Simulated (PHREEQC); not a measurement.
Solution (25 °C): 0.0032 mol NaHSO4, 0.00063 mol AlCl3 and 6e-05 mol H2SiF6 per kg of water. It is in equilibrium with CO2 at log p = -1 (atm). Otherwise closed; pH follows from the charge balance.

Equilibrium calculation in PHREEQC: ion-association model, phreeqc.dat.

Each row changes one thing in this solution. Precipitation was switched off in this run.

```tsv
case	pH	ionic strength (mol/kgw)	SO4-2 (mol/kgw)	HSO4- (mol/kgw)	AlF+2 (mol/kgw)	AlSO4+ (mol/kgw)	SI of Gibbsite (Al(OH)3)	SI of Halite (NaCl)
as made	2.55	0.0103	0.00244	0.000490	0.000266	0.000219	-4.87	-6.88
0.00079 mol/kgw HCl added	2.46	0.0109	0.00236	___	0.000268	0.000215	-5.12	-6.73
NaHSO4 from 0.0032 to 0.00288 mol/kgw	2.59	___	0.00221	0.000414	0.000269	0.000215	___	-6.92
H2SiF6 from 6e-05 to 6e-06 mol/kgw	2.59	0.00982	0.00230	0.000427	3.50e-5	0.000405	-4.46	-6.88
H2SiF6 from 6e-05 to 0.0006 mol/kgw	2.38	0.0104	0.00245	0.000728	2.10e-6	3.66e-9	-10.16	-6.88
diluted 10-fold with water	___	___	0.000300	8.81e-6	3.03e-5	1.11e-5	-2.58	-8.82
H2SiF6 replaced by KF at the same molality	2.60	0.00987	0.00232	0.000425	5.74e-5	0.000390	-4.47	-6.88
```

**Question.** Some entries are withheld; supply them.

**Answer.** 
- 0.00079 mol/kgw HCl added, HSO4- (mol/kgw): 0.000577
- NaHSO4 from 0.0032 to 0.00288 mol/kgw, ionic strength (mol/kgw): 0.00951
- NaHSO4 from 0.0032 to 0.00288 mol/kgw, SI of Gibbsite (Al(OH)3): -4.73
- diluted 10-fold with water, pH: 3.47
- diluted 10-fold with water, ionic strength (mol/kgw): 0.00119

Species that the database lacks are ignored. Some of these states are supersaturated (in Quartz (slow to form), Chalcedony (slow to form), for instance). SiF6-2 is the database's only silicon fluoride. Fluoro complexes past AlF4- and FeF3 are missing from the database.
